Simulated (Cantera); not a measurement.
# CHF3 + HCl + H2 (fluorocarbon and chlorocarbon gases)

Charge: 1 mol CHF3, 1.3 mol HCl, 0.55 mol H2, held at 6100 Pa.

Cantera equilibrium calculation (NASA polynomials, part measured and part estimated; ideal gas, pure solids and liquids). Candidate condensed phases: C, C6H6, C7H8, C8H18; 118 gas species. Gases not in the tables: C2F6 and larger saturated fluorocarbons. Equilibrium is a limit: real reactors are often held back by kinetics, nucleation or transport.

From 1302 °C to 2102 °C the condensed part is C(graphite). The main C-bearing gas is CF4 at 1302 °C and CF2 at 2102 °C.

```tsv
T (°C)	x HF	x Cl	x HCl	x Cl2	x CF4	x F	n C(graphite)
1302	0.697	0.0786	0.166	0.0422	0.0157	1.90e-5	0.935
1402	0.703	0.122	0.134	0.0319	0.00856	6.94e-5	0.963
1502	0.705	0.161	0.110	0.0201	0.00328	0.000197	0.984
1602	0.703	0.186	0.0984	0.0108	0.000701	0.000420	0.995
1702	0.700	0.198	0.0955	0.00533	9.87e-5	0.000721	0.998
1802	0.698	0.203	0.0950	0.00265	1.36e-5	0.00111	0.999
1902	0.697	0.205	0.0951	0.00137	2.10e-6	0.00163	0.999
2002	0.695	0.206	0.0951	0.000744	3.77e-7	0.00229	0.999
2102	0.694	0.206	0.0947	0.000424	7.92e-8	0.00314	0.999
```
x: gas mole fraction; n: condensed amount in mol.
